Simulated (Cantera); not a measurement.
What does this Cantera script print?

```python
import numpy as np
import cantera as ct

gas = ct.Solution("gri30.yaml")
gas.TPX = 1650, 101325, {'NO': 1, 'N2': 0.23}
reactor = ct.IdealGasConstPressureReactor(gas, energy="off", clone=False)
net = ct.ReactorNet([reactor])
net.rtol, net.atol = 1e-08, 1e-18
show = ['NO', 'O2', 'O', 'NO2', 'N2']
times = np.geomspace(5e-05, 50, 11)

steps = ct.SolutionArray(gas, extra=["t"])
rows = []
print(f"{'t/s':>10s}{'T/K':>9s}{'P/Pa':>11s}" + "".join(f"{s:>11s}" for s in show))
for t in times:
    while net.time < t:
        t_next = net.step()
        steps.append(gas.state, t=t_next)
    rows.append([np.interp(t, steps.t, y) for y in (steps.T, steps.P, *steps(*show).X.T)])
    print(f"{t:10.3e}{rows[-1][0]:9.1f}{rows[-1][1]:11.4g}" + "".join(f"{x:11.3e}" for x in rows[-1][2:]))
rate = np.gradient(steps.T, steps.t)
print("integrator steps:", len(steps.t))
if steps.T.max() > steps.T[0] + 200:
    print(f"time of steepest temperature rise: {steps.t[rate.argmax()]:.4e} s")
gas.TPX = 1650, 101325, {'NO': 1, 'N2': 0.23}
gas.equilibrate("TP")
print(f"equilibrium (TP): T = {gas.T:.1f} K  " + "  ".join(f"{s} {gas[s].X[0]:.3e}" for s in show))
```

Result:

```
       t/s      T/K       P/Pa         NO         O2          O        NO2         N2
 5.000e-05   1650.0  1.013e+05  8.130e-01  2.096e-09  2.681e-07  1.526e-06  1.870e-01
 1.991e-04   1650.0  1.013e+05  8.130e-01  1.448e-08  2.956e-07  6.910e-06  1.870e-01
 7.924e-04   1650.0  1.013e+05  8.129e-01  1.689e-07  4.053e-07  2.921e-05  1.870e-01
 3.155e-03   1650.0  1.013e+05  8.127e-01  4.222e-06  8.471e-07  1.258e-04  1.870e-01
 1.256e-02   1650.0  1.013e+05  8.119e-01  1.406e-04  1.979e-06  4.090e-04  1.873e-01
 5.000e-02   1650.0  1.013e+05  8.092e-01  1.397e-03  2.486e-06  5.389e-04  1.886e-01
 1.991e-01   1650.0  1.013e+05  7.986e-01  6.586e-03  3.124e-06  6.855e-04  1.939e-01
 7.924e-01   1650.0  1.013e+05  7.589e-01  2.615e-02  4.795e-06  1.035e-03  2.137e-01
 3.155e+00   1650.0  1.013e+05  6.326e-01  8.897e-02  8.048e-06  1.487e-03  2.768e-01
 1.256e+01   1650.0  1.013e+05  3.750e-01  2.179e-01  1.223e-05  1.360e-03  4.057e-01
 5.000e+01   1650.0  1.013e+05  1.321e-01  3.400e-01  1.514e-05  5.969e-04  5.273e-01
integrator steps: 1110
equilibrium (TP): T = 1650.0 K  NO 2.883e-03  O2 4.050e-01  O 1.647e-05  NO2 1.422e-05  N2 5.920e-01
```

Computed with Cantera and GRI-Mech 3.0 (53 species, 325 reactions).
